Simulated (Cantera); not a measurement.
Input (Python, Cantera) and output of one run.

```python
import numpy as np
import cantera as ct

gas_names = """
    B BH BH2 BH3 BN BO BO2 B2 B2O B2O2 B2O3 B3O3H3 H HBO HBO2 HNO HNO2 HNO3 HO2 H2 H2O H2O2 H3B3O6 N NH
    NH2 NH3 NH2OH NO NO2 NO3 N2 N2H2 N2H4 N2O O OH O2 O3
""".split()
cond_names = """
    B(b) B(L) BN(s) B2O3(L) B3O3H3(cr) H2O(s) H2O(L)
""".split()


# ... load() reads the species with a 1 bar reference pressure and builds the phases ...
atoms = {
    'borazine': {'B': 3, 'N': 3, 'H': 6},
    'O2': {'O': 2},
    'H2': {'H': 2},
}
top_T = {'BN(s)': 3200}  # K; cautious upper limits of use, not melting points


# ... equilibrate(T, P, feed) seeds the gas with the atoms and calls Mixture.equilibrate('TP', solver="vcs", rtol=1e-11, max_steps=5000) ...
results = []
feed = {'borazine': 1, 'O2': 2.5, 'H2': 0.68}  # mol
P = 22000  # Pa
for T in [1425, 1575, 1725, 1875, 2025, 2175, 2325]:
    mix = equilibrate(T, P, feed)
    results.append((T, P, feed, dict(zip(mix.species_names, mix.species_moles))))

top = {s: max(r[3][s] / sum(r[3][g] for g in gas_names) for r in results) for s in gas_names}
cols = sorted((s for s in top if top[s] > 0.0001), key=lambda s: -top[s])[:9]
seen = [c for c in cond_names if any(r[3].get(c, 0) > 1e-12 for r in results)]
print("log10 of partial pressures in bar; condensed amounts in mol")
print(f"{'T/K':>10s}" + "".join(f"{s[:9]:>10s}" for s in cols + seen))
for T, P, feed, n in results:
    ng = sum(n[g] for g in gas_names)
    print(f"{T:10.4g}" + "".join(f"{np.log10(max(n[s] / ng * P / 1e5, 1e-99)):10.3f}" for s in cols)
          + "".join(f"{n.get(c, 0):10.4g}" for c in seen))
```

Output:

```
log10 of partial pressures in bar; condensed amounts in mol
       T/K        H2        N2      HBO2      B2O3       H2O       HBO         H        BO      B2O2   B2O3(L)
      1425    -0.871    -1.198    -2.767    -5.367    -1.693    -5.420    -5.602    -8.685    -9.005     1.479
      1575    -0.876    -1.202    -2.215    -4.031    -1.747    -4.414    -4.819    -6.987    -7.164     1.424
      1725    -0.889    -1.214    -1.815    -2.939    -1.891    -3.550    -4.175    -5.549    -5.568      1.28
      1875    -0.926    -1.246    -1.573    -2.031    -2.186    -2.769    -3.647    -4.273    -4.090    0.8757
      2025    -1.008    -1.307    -1.493    -1.526    -2.423    -2.295    -3.220    -3.356    -3.164         0
      2175    -1.019    -1.309    -1.495    -1.545    -2.315    -2.211    -2.821    -2.920    -3.073         0
      2325    -1.035    -1.313    -1.499    -1.571    -2.215    -2.153    -2.476    -2.553    -3.018         0
```

Method: chemical equilibrium by Gibbs-energy minimisation in Cantera with the NASA 1993 tables (ideal gas, pure condensed phases). The feed counts by its element totals alone. Gases not in the tables: H3BO3.
